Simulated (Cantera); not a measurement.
Feed: 1 mol CH3SiH3, 2.3 mol CH4, 2000 mol H2, held at 0.150 bar.

Method: chemical equilibrium by Gibbs-energy minimisation in Cantera with the NASA 1993 tables (ideal gas, pure condensed phases). Candidate condensed phases: C, C6H6, C7H8, C8H18, Si, SiC; 87 gas species. The feed counts by its element totals alone. Kinetics and transport are ignored.

x: gas mole fraction; n: condensed amount in mol.

```json
[
 {"T (°C)": "1002", "x H2": "0.999", "x H": "1.90e-6", "x CH4": "0.00115", "x C2H2 (acetylene)": "…", "x CH3": "4.26e-8", "x Si": "<1e-12", "n SiC(s)": "1.000", "n C(graphite)": "0"},
 {"T (°C)": "1102", "x H2": "0.999", "x H": "8.84e-6", "x CH4": "0.000745", "x C2H2 (acetylene)": "…", "x CH3": "1.32e-7", "x Si": "1.17e-11", "n SiC(s)": "1.000", "n C(graphite)": "0.796"},
 {"T (°C)": "1202", "x H2": "1.000", "x H": "3.35e-5", "x CH4": "0.000436", "x C2H2 (acetylene)": "…", "x CH3": "2.95e-7", "x Si": "2.53e-10", "n SiC(s)": "1.000", "n C(graphite)": "1.40"},
 {"T (°C)": "1302", "x H2": "1.000", "x H": "0.000107", "x CH4": "0.000273", "x C2H2 (acetylene)": "…", "x CH3": "5.95e-7", "x Si": "3.69e-9", "n SiC(s)": "1.000", "n C(graphite)": "1.67"},
 {"T (°C)": "1402", "x H2": "0.999", "x H": "0.000300", "x CH4": "0.000181", "x C2H2 (acetylene)": "…", "x CH3": "1.10e-6", "x Si": "3.89e-8", "n SiC(s)": "1.000", "n C(graphite)": "1.70"},
 {"T (°C)": "1502", "x H2": "0.999", "x H": "0.000747", "x CH4": "0.000125", "x C2H2 (acetylene)": "…", "x CH3": "1.90e-6", "x Si": "3.14e-7", "n SiC(s)": "0.998", "n C(graphite)": "1.47"},
 {"T (°C)": "1602", "x H2": "0.998", "x H": "0.00169", "x CH4": "9.05e-5", "x C2H2 (acetylene)": "…", "x CH3": "3.08e-6", "x Si": "2.02e-6", "n SiC(s)": "0.991", "n C(graphite)": "0.847"}
]
```

Problem. Complete the blanks.

Solution. 
- 1002, x C2H2 (acetylene): 2.62e-7
- 1102, x C2H2 (acetylene): 1.78e-6
- 1202, x C2H2 (acetylene): 6.67e-6
- 1302, x C2H2 (acetylene): 2.11e-5
- 1402, x C2H2 (acetylene): 5.80e-5
- 1502, x C2H2 (acetylene): 0.000142
- 1602, x C2H2 (acetylene): 0.000316
